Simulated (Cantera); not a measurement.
Input (Python, Cantera) and output of one run.

```python
import numpy as np
import cantera as ct

gas_names = """
    H HO2 H2 H2O H2O2 Mg MgH MgO MgOH MgO2H2 Mg2 O OH O2 O3
""".split()
cond_names = """
    H2O(s) H2O(L) Mg(cr) Mg(L) MgO(s) MgO(L) MgO2H2(s)
""".split()


def load(file, names, dense=False):
    # The tables refer to 1 bar. Condensed volumes are neglected.
    table = {s.name: s for s in ct.Species.list_from_file(file)}
    out = []
    for n in names:
        d = dict(table[n].input_data)
        d["thermo"] = dict(d["thermo"], **{"reference-pressure": 1e5})
        if dense:
            d["equation-of-state"] = {"model": "constant-volume", "density": "1e6 g/cm^3"}
        out.append(ct.Species.from_dict(d))
    return out


gas = ct.Solution(thermo="ideal-gas", species=load("nasa_gas.yaml", gas_names))
cond = {s.name: ct.Solution(thermo="fixed-stoichiometry", species=[s], name=s.name)
        for s in load("nasa_condensed.yaml", cond_names, dense=True)}
atoms = {
    'Mg(OH)2': {'Mg': 1, 'O': 2, 'H': 2},
    'H2O': {'H': 2, 'O': 1},
}
top_T = {}  # K; cautious upper limits of use, not melting points


def equilibrate(T, P, feed):
    n = {}
    for name, mol in feed.items():
        for a, k in atoms[name].items():
            n[a] = n.get(a, 0.0) + k * mol
    gas.TPX = T, P, n
    mass = sum(n.values()) * gas.mean_molecular_weight
    gas.equilibrate("TP")
    valid = [c for c in cond.values() if c.min_temp <= T <= top_T.get(c.name, c.max_temp)]
    mix = ct.Mixture([(gas, mass / gas.mean_molecular_weight)] + [(c, 0.0) for c in valid])
    mix.T, mix.P = T, P
    mix.equilibrate("TP", solver="vcs", rtol=1e-11, max_steps=5000)
    return mix


results = []
feed = {'Mg(OH)2': 1, 'H2O': 7.1}  # mol
P = 133.322  # Pa
for T in [748, 848, 948, 1048, 1148, 1248, 1348, 1448, 1548, 1648, 1748, 1848]:
    mix = equilibrate(T, P, feed)
    results.append((T, P, feed, dict(zip(mix.species_names, mix.species_moles))))

top = {s: max(r[3][s] / sum(r[3][g] for g in gas_names) for r in results) for s in gas_names}
cols = sorted((s for s in top if top[s] > 0.0001), key=lambda s: -top[s])[:5]
seen = [c for c in cond_names if any(r[3].get(c, 0) > 1e-12 for r in results)]
print("log10 of partial pressures in bar; condensed amounts in mol")
print(f"{'T/K':>10s}" + "".join(f"{s[:9]:>10s}" for s in cols + seen))
for T, P, feed, n in results:
    ng = sum(n[g] for g in gas_names)
    print(f"{T:10.4g}" + "".join(f"{np.log10(max(n[s] / ng * P / 1e5, 1e-99)):10.3f}" for s in cols)
          + "".join(f"{n.get(c, 0):10.4g}" for c in seen))
```

Result:

```
log10 of partial pressures in bar; condensed amounts in mol
       T/K       H2O        H2        O2        OH         H    MgO(s)
       748    -2.875   -11.418   -11.721   -13.493   -18.250         1
       848    -2.875   -10.064   -10.369   -11.820   -15.753         1
       948    -2.875    -8.993    -9.301   -10.498   -13.777         1
      1048    -2.875    -8.123    -8.435    -9.427   -12.174         1
      1148    -2.875    -7.402    -7.719    -8.543   -10.846         1
      1248    -2.875    -6.795    -7.118    -7.799    -9.728         1
      1348    -2.875    -6.277    -6.606    -7.166    -8.774         1
      1448    -2.876    -5.829    -6.165    -6.620    -7.950         1
      1548    -2.877    -5.439    -5.782    -6.145    -7.231         1
      1648    -2.880    -5.096    -5.446    -5.729    -6.599         1
      1748    -2.885    -4.795    -5.150    -5.362    -6.038    0.9999
      1848    -2.893    -4.529    -4.889    -5.038    -5.540    0.9997
```

Method: chemical equilibrium by Gibbs-energy minimisation in Cantera with the NASA 1993 tables (ideal gas, pure condensed phases).
